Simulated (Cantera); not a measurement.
Input: 1 mol Fe₂O₃, 0.93 mol CH₄, a varied amount of H₂, held at 1698.15 K and 1.90 bar.

Equilibrium computed with Cantera from the NASA thermochemical tables; the gas is ideal and each condensed phase is pure. Candidate condensed phases: C, C₆H₆, C₇H₈, C₈H₁₈, Fe, Fe(CO)₅, FeO, Fe(OH)₂, Fe(OH)₃, Fe₂O₃, Fe₃O₄, H₂O; 114 gas species. Mutual solubility and eutectic melting of coexisting phases are not modelled. The tables' stoichiometric FeO is somewhat more stable than real wüstite, so its field is too wide. FeO: taken at fixed stoichiometry. Rates play no part.

x: gas mole fraction; n: condensed amount in mol.

```csv
n(H₂) (mol),x H₂,x H₂O,x CO,x CO₂,x H,n Fe(δ),n FeO(l)
0.57,0.492,0.231,0.243,0.0335,7.37e-5,0.819,1.18
0.75,0.502,0.235,0.231,0.0318,7.44e-5,0.876,1.12
1,0.514,0.241,0.216,0.0297,7.53e-5,0.956,1.04
1.3,0.526,0.247,0.200,0.0275,7.62e-5,1.05,0.948
1.7,0.540,0.253,0.182,0.0251,7.72e-5,1.18,0.820
2.3,0.556,0.261,…,…,7.83e-5,…,…
3.1,0.573,0.269,0.139,0.0191,7.95e-5,1.63,0.373
4.1,0.589,0.276,0.119,0.0163,8.06e-5,1.95,0.0538
5.4,…,…,…,…,8.44e-5,2.00,0
7.1,0.704,0.202,0.0867,0.00730,8.81e-5,2.00,0
9.4,0.758,0.165,0.0717,0.00458,9.15e-5,2.00,0
12,0.800,0.137,0.0599,0.00301,9.40e-5,2.00,0
```

Complete the blanks.


- 2.3, x CO: 0.161
- 2.3, x CO₂: 0.0221
- 2.3, n Fe(δ): 1.37
- 2.3, n FeO(l): 0.629
- 5.4, x H₂: 0.645
- 5.4, x H₂O: 0.241
- 5.4, x CO: 0.102
- 5.4, x CO₂: 0.0112
